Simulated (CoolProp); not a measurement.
Vapour-liquid equilibrium of R125 (1) + propylene (2) at -41.65 °C; x and y are mole fractions of (1).

Model: multi-fluid Helmholtz-energy mixture model, Lemmon 2005 and Lemmon 2013; pair parameters Bell 2016, in CoolProp.

```json
[
 {"x": "0.05", "bubble pressure, mixture model (kPa)": "146.1", "bubble pressure, Raoult's law (kPa)": "132.2", "y, mixture model": "0.135", "y, Raoult's law": "0.052"},
 {"x": "0.15", "bubble pressure, mixture model (kPa)": "164.5", "bubble pressure, Raoult's law (kPa)": "132.7", "y, mixture model": "0.292", "y, Raoult's law": "0.155"},
 {"x": "0.25", "bubble pressure, mixture model (kPa)": "174.5", "bubble pressure, Raoult's law (kPa)": "133.3", "y, mixture model": "0.380", "y, Raoult's law": "0.258"},
 {"x": "0.35", "bubble pressure, mixture model (kPa)": "179.6", "bubble pressure, Raoult's law (kPa)": "133.9", "y, mixture model": "0.439", "y, Raoult's law": "0.360"},
 {"x": "0.45", "bubble pressure, mixture model (kPa)": "___", "bubble pressure, Raoult's law (kPa)": "134.4", "y, mixture model": "___", "y, Raoult's law": "0.460"},
 {"x": "0.55", "bubble pressure, mixture model (kPa)": "182.1", "bubble pressure, Raoult's law (kPa)": "135.0", "y, mixture model": "0.528", "y, Raoult's law": "0.560"},
 {"x": "0.65", "bubble pressure, mixture model (kPa)": "___", "bubble pressure, Raoult's law (kPa)": "135.6", "y, mixture model": "0.576", "y, Raoult's law": "0.660"},
 {"x": "0.75", "bubble pressure, mixture model (kPa)": "175.6", "bubble pressure, Raoult's law (kPa)": "136.1", "y, mixture model": "0.638", "y, Raoult's law": "0.758"},
 {"x": "0.85", "bubble pressure, mixture model (kPa)": "166.4", "bubble pressure, Raoult's law (kPa)": "136.7", "y, mixture model": "___", "y, Raoult's law": "0.855"},
 {"x": "0.95", "bubble pressure, mixture model (kPa)": "___", "bubble pressure, Raoult's law (kPa)": "137.3", "y, mixture model": "___", "y, Raoult's law": "0.952"}
]
```

Problem. Fill in the missing entries.

Solution. 
- 0.45, bubble pressure, mixture model (kPa): 181.9
- 0.45, y, mixture model: 0.485
- 0.65, bubble pressure, mixture model (kPa): 180.3
- 0.85, y, mixture model: 0.728
- 0.95, bubble pressure, mixture model (kPa): 149.9
- 0.95, y, mixture model: 0.879

The largest gap from Raoult's law is +35.3 % in bubble pressure, at x = 0.45. y crosses x between x = 0.45 and 0.55: the model has an azeotrope there.

Pair parameters are fitted to limited data, so mixtures are less certain than the pure fluids.
